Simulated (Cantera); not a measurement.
A freely propagating, adiabatic, planar premixed flame of CH4 : O2 : N2 = 1 : 1.54 : 5.78 (molar parts), unburnt at 573 K and 0.365 atm; mixture-averaged transport, grid criteria slope 0.08 and curve 0.16, no radiation.

Model: GRI-Mech 3.0 (53 species, 325 reactions), integrated in Cantera. Burning velocities carry a grid error of a few per cent, more on coarse grids.

How do the results move with these cheaper or finer settings: unity-Lewis-number transport; multicomponent transport; multicomponent+Soret transport; grid criteria slope 0.5, curve 1; grid criteria slope 0.25, curve 0.5; grid criteria slope 0.03, curve 0.06?


```csv
setting,laminar burning velocity,thermal thickness,peak x(CH2),peak x(H),grid points
as above,118 cm/s,0.879 mm,0.000107,0.0135,145
unity-Lewis-number transport,71.8 cm/s,1.17 mm,8.42e-5,0.0165,135
multicomponent transport,117 cm/s,0.892 mm,0.000107,0.0135,145
multicomponent+Soret transport,117 cm/s,0.880 mm,0.000106,0.0137,146
"grid criteria slope 0.5, curve 1",134 cm/s,0.960 mm,0.000108,0.0148,46
"grid criteria slope 0.25, curve 0.5",124 cm/s,0.909 mm,0.000107,0.0140,70
"grid criteria slope 0.03, curve 0.06",116 cm/s,0.870 mm,0.000107,0.0134,380
```
The base run took about 8 core-seconds (a rough figure).
Unity Lewis numbers drop preferential diffusion, which matters most where H2 and H carry the flame; Soret adds thermal diffusion.
